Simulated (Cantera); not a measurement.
Feed: 1 mol Si, 6 mol HCl, a varied amount of H2, 4.3 mol Cl2, equilibrated at 1050 K and 240 Pa.

Method: chemical equilibrium by Gibbs-energy minimisation in Cantera with the NASA 1993 tables (ideal gas, pure condensed phases). Candidate condensed phases: Si; 19 gas species. The tables' values for SiCl3 are old estimates; treat these amounts as uncertain. Kinetics and transport are ignored.

x: gas mole fraction; nothing condenses.

```
n(H2) (mol)  x HCl      x H2     x Cl2  x SiCl4        x Cl
-----------  -----  --------  --------  -------  ----------
0.27         0.681  1.95e-10     0.208    0.104     0.00737
0.41         0.700  2.24e-10     0.190    0.103     0.00706
0.64         0.730  2.85e-10     0.163    0.100  (withheld)
0.99         0.773  4.21e-10     0.124   0.0969  (withheld)
1.5          0.832  8.41e-10    0.0717   0.0924  (withheld)
2.4          0.906   0.00851   8.42e-9   0.0854  (withheld)
3.7          0.816     0.107  5.40e-10   0.0766  (withheld)
5.7          0.707     0.226  1.93e-10   0.0661  (withheld)
8.7          0.590     0.355  8.55e-11   0.0548  (withheld)
14           0.456     0.501  3.62e-11   0.0419  (withheld)
21           0.351     0.616  1.75e-11   0.0318  (withheld)
```

Question: Complete the blanks.

Answer: 
- 0.64, x Cl: 0.00653
- 0.99, x Cl: 0.00570
- 1.5, x Cl: 0.00433
- 2.4, x Cl: 1.48e-6
- 3.7, x Cl: 3.76e-7
- 5.7, x Cl: 2.25e-7
- 8.7, x Cl: 1.49e-7
- 14, x Cl: 9.73e-8
- 21, x Cl: 6.76e-8
